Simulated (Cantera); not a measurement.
A perfectly stirred reactor is fed with C2H6 : N2 = 1 : 78 (molar parts), at 470 Pa; it is held at 1625 K, and followed from long to short residence time.

Model: GRI-Mech 3.0 (53 species, 325 reactions), integrated in Cantera. GRI-Mech 3.0 stops at C3 and has no aromatics, soot or wall deposition, so with more carbon than oxygen in the feed, carbon stays in small species such as C2H2 where larger ones or solid carbon would form. Radical loss at walls, strong at low pressure, is not modelled.

Question: What does this change do: temperature 1625 to 1173 K?

Answer: 
| quantity | before | after |
|---|---|---|
| x(C2H6) at τ = 2.30 s | 1.88e-5 | 0.00377 |
| x(H2) at τ = 2.30 s | 0.0227 | 0.00875 |
| x(HCN) at τ = 2.30 s | 0.000103 | 2.89e-9 |
| x(C2H) at τ = 2.30 s | 6.41e-7 | 1.85e-10 |
| x(C2H2) at τ = 2.30 s | 0.0116 | 0.00181 |
| x(C2H6) at τ = 10.0 ms | 0.00279 | 0.0127 |
| x(H2) at τ = 10.0 ms | 0.00873 | 3.09e-6 |
| x(HCN) at τ = 10.0 ms | 5.84e-6 | <1e-12 |
| x(C2H) at τ = 10.0 ms | 5.20e-7 | <1e-12 |
| x(C2H2) at τ = 10.0 ms | 0.00277 | 1.64e-10 |

Question: What does this change do: temperature 1625 to 1700 K?

Answer: 
```
quantity                  before     after
----------------------  --------  --------
x(C2H6) at τ = 2.30 s    1.88e-5   9.85e-6
x(H2) at τ = 2.30 s       0.0227    0.0231
x(HCN) at τ = 2.30 s    0.000103  0.000226
x(C2H) at τ = 2.30 s     6.41e-7   1.20e-6
x(C2H2) at τ = 2.30 s     0.0116    0.0117
x(C2H6) at τ = 10.0 ms   0.00279   0.00159
x(H2) at τ = 10.0 ms     0.00873    0.0111
x(HCN) at τ = 10.0 ms    5.84e-6   1.45e-5
x(C2H) at τ = 10.0 ms    5.20e-7   1.43e-6
x(C2H2) at τ = 10.0 ms   0.00277   0.00441
```
